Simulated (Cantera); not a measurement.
Cantera run, input and output.

```python
import numpy as np
import cantera as ct

gas = ct.Solution("h2o2.yaml")
gas.TPX = 950, 3200, {'H2': 0.36, 'O2': 1}
reactor = ct.IdealGasConstPressureReactor(gas, energy="off", clone=False)
net = ct.ReactorNet([reactor])
net.rtol, net.atol = 1e-08, 1e-18
show = ['H2', 'O2', 'O', 'H2O2', 'H']
times = np.geomspace(6e-05, 20, 12)

steps = ct.SolutionArray(gas, extra=["t"])
rows = []
print(f"{'t/s':>10s}{'T/K':>9s}{'P/Pa':>11s}" + "".join(f"{s:>11s}" for s in show))
for t in times:
    while net.time < t:
        t_next = net.step()
        steps.append(gas.state, t=t_next)
    rows.append([np.interp(t, steps.t, y) for y in (steps.T, steps.P, *steps(*show).X.T)])
    print(f"{t:10.3e}{rows[-1][0]:9.1f}{rows[-1][1]:11.4g}" + "".join(f"{x:11.3e}" for x in rows[-1][2:]))
rate = np.gradient(steps.T, steps.t)
print("integrator steps:", len(steps.t))
if steps.T.max() > steps.T[0] + 200:
    print(f"time of steepest temperature rise: {steps.t[rate.argmax()]:.4e} s")
gas.TPX = 950, 3200, {'H2': 0.36, 'O2': 1}
gas.equilibrate("TP")
print(f"equilibrium (TP): T = {gas.T:.1f} K  " + "  ".join(f"{s} {gas[s].X[0]:.3e}" for s in show))
```

It prints:

```
       t/s      T/K       P/Pa         H2         O2          O       H2O2          H
 6.000e-05    950.0       3200  2.647e-01  7.353e-01  1.353e-11  6.692e-15  6.666e-11
 1.906e-04    950.0       3200  2.647e-01  7.353e-01  1.357e-10  7.003e-14  4.125e-10
 6.058e-04    950.0       3200  2.647e-01  7.353e-01  1.090e-08  1.280e-12  3.035e-08
 1.925e-03    950.0       3200  2.371e-01  7.229e-01  4.442e-03  2.049e-07  1.374e-02
 6.116e-03    950.0       3200  3.152e-03  6.940e-01  1.071e-03  2.106e-06  4.319e-04
 1.943e-02    950.0       3200  5.589e-04  6.948e-01  1.081e-04  1.039e-06  1.111e-05
 6.175e-02    950.0       3200  9.154e-05  6.949e-01  1.625e-05  4.333e-07  6.953e-07
 1.962e-01    950.0       3200  9.147e-06  6.949e-01  2.160e-06  1.486e-07  3.443e-08
 6.234e-01    950.0       3200  5.491e-07  6.949e-01  3.289e-07  4.724e-08  1.778e-09
 1.981e+00    950.0       3200  2.769e-08  6.949e-01  6.811e-08  1.500e-08  1.513e-10
 6.294e+00    950.0       3200  4.264e-09  6.949e-01  1.767e-08  5.050e-09  1.963e-11
 2.000e+01    950.0       3200  1.106e-09  6.949e-01  5.061e-09  1.714e-09  2.999e-12
integrator steps: 1785
equilibrium (TP): T = 950.0 K  H2 3.752e-11  O2 6.949e-01  O 1.491e-10  H2O2 6.535e-11  H 1.918e-14
```

Model: the H2/O2 subset of GRI-Mech 3.0, which has no nitrogen chemistry, integrated in Cantera. Radical loss at walls, strong at low pressure, is not modelled. The temperature is held fixed by assumption; the heat of reaction is taken as removed at once.
